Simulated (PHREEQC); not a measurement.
A PHREEQC speciation (ion-association model, wateq4f.dat) at 25 °C gives pH 1.05 and these molalities:

| species | mol/kgw |
|---|---|
| Cl- | 0.331 |
| CdCl+ | 0.130 |
| H+ | 0.119 |
| Zn+2 | 0.0931 |
| CdCl2 | 0.0720 |
| HSO4- | 0.0712 |
| SO4-2 | 0.0284 |
| ZnSO4 | 0.0234 |
| ZnCl+ | 0.0192 |
| Cd+2 | 0.0159 |
| CdCl3- | 0.0147 |
| CdSO4 | 0.00642 |
| Zn(SO4)2-2 | 0.00385 |
| ZnCl2 | 0.00229 |
| Cd(SO4)2-2 | 0.00142 |
| ZnCl3- | 0.000973 |
| ZnCl4-2 | 0.000324 |

### Question
What are the element totals, and what could have been dissolved in 1 kg of water to give them?

### Answer
This is not unique; one that fits is totals Cd 0.240, Cl 0.676, S(6) 0.140, Zn 0.143 mol/kgw, from 0.14 mol/kgw ZnSO4, 0.0032 mol/kgw ZnCl2, 0.19 mol/kgw HCl and 0.24 mol/kgw CdCl2.

Precipitation was switched off in this run.
